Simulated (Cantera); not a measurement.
A perfectly stirred reactor is fed with NO : N₂ = 1 : 1.3 (molar parts), at 58.5 Torr; it is held at 1625 K, and followed from long to short residence time.

Computed with Cantera and GRI-Mech 3.0 (53 species, 325 reactions).

Problem. What does this change do: pressure from 58.5 Torr to 1.60 bar?

Solution. 
```tsv
quantity	before	after
x(NO) at τ = 2.50 s	0.432	0.385
x(O₂) at τ = 2.50 s	0.00148	0.0243
x(N₂) at τ = 2.50 s	0.567	0.590
x(NO₂) at τ = 2.50 s	5.99e-5	0.000654
x(O) at τ = 2.50 s	5.52e-6	2.59e-6
x(NO) at τ = 45.0 ms	0.435	0.434
x(O₂) at τ = 45.0 ms	6.60e-6	0.000405
x(N₂) at τ = 45.0 ms	0.565	0.566
x(NO₂) at τ = 45.0 ms	2.02e-5	0.000235
x(O) at τ = 45.0 ms	2.69e-6	8.81e-7
```
